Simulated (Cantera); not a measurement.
A Cantera script and its output.

```python
import numpy as np
import cantera as ct

gas = ct.Solution("gri30.yaml")
gas.TPX = 1100, 1000000, {'H2': 1, 'O2': 0.667, 'N2': 2, 'NO': 0.0056, 'H2O': 0.068}
reactor = ct.IdealGasConstPressureReactor(gas, energy="on", clone=False)
net = ct.ReactorNet([reactor])
net.rtol, net.atol = 1e-08, 1e-16
show = ['H2', 'O2', 'NO', 'O', 'N2']
times = np.geomspace(6e-06, 7, 12)

steps = ct.SolutionArray(gas, extra=["t"])
rows = []
print(f"{'t/s':>10s}{'T/K':>9s}{'P/Pa':>11s}" + "".join(f"{s:>11s}" for s in show))
for t in times:
    while net.time < t:
        t_next = net.step()
        steps.append(gas.state, t=t_next)
    rows.append([np.interp(t, steps.t, y) for y in (steps.T, steps.P, *steps(*show).X.T)])
    print(f"{t:10.3e}{rows[-1][0]:9.1f}{rows[-1][1]:11.4g}" + "".join(f"{x:11.3e}" for x in rows[-1][2:]))
rate = np.gradient(steps.T, steps.t)
print("integrator steps:", len(steps.t))
if steps.T.max() > steps.T[0] + 200:
    print(f"time of steepest temperature rise: {steps.t[rate.argmax()]:.4e} s")
gas.TPX = 1100, 1000000, {'H2': 1, 'O2': 0.667, 'N2': 2, 'NO': 0.0056, 'H2O': 0.068}
gas.equilibrate("HP")
print(f"equilibrium (HP): T = {gas.T:.1f} K  " + "  ".join(f"{s} {gas[s].X[0]:.3e}" for s in show))
```

It prints:

```
       t/s      T/K       P/Pa         H2         O2         NO          O         N2
 6.000e-06   1100.0      1e+06  2.673e-01  1.783e-01  1.497e-03  9.274e-10  5.347e-01
 2.136e-05   1100.1      1e+06  2.673e-01  1.783e-01  1.492e-03  1.949e-08  5.347e-01
 7.607e-05   1142.2      1e+06  2.624e-01  1.754e-01  9.936e-04  2.478e-06  5.365e-01
 2.709e-04   2785.6      1e+06  9.229e-03  4.660e-02  6.158e-03  3.523e-03  6.066e-01
 9.645e-04   2776.3      1e+06  9.228e-03  4.348e-02  1.305e-02  3.279e-03  6.034e-01
 3.434e-03   2774.9      1e+06  9.229e-03  4.301e-02  1.410e-02  3.242e-03  6.029e-01
 1.223e-02   2774.9      1e+06  9.229e-03  4.301e-02  1.411e-02  3.242e-03  6.029e-01
 4.354e-02   2774.9      1e+06  9.229e-03  4.301e-02  1.411e-02  3.242e-03  6.029e-01
 1.551e-01   2774.9      1e+06  9.229e-03  4.301e-02  1.411e-02  3.242e-03  6.029e-01
 5.521e-01   2774.9      1e+06  9.229e-03  4.301e-02  1.411e-02  3.242e-03  6.029e-01
 1.966e+00   2774.9      1e+06  9.229e-03  4.301e-02  1.411e-02  3.242e-03  6.029e-01
 7.000e+00   2774.9      1e+06  9.229e-03  4.301e-02  1.411e-02  3.242e-03  6.029e-01
integrator steps: 1522
time of steepest temperature rise: 9.7798e-05 s
equilibrium (HP): T = 2774.9 K  H2 9.229e-03  O2 4.301e-02  NO 1.411e-02  O 3.242e-03  N2 6.029e-01
```

Cantera simulation using GRI-Mech 3.0 (53 species, 325 reactions); the numbers are that mechanism's predictions, not measurements. The hydrogen kinetics of GRI-Mech 3.0 are dated; newer H2 mechanisms differ, most at raised pressure. The mechanism lacks 2 NO + O2 → 2 NO2 and HONO, so NO2 and the effect of NO are under-described below about 1400 K.
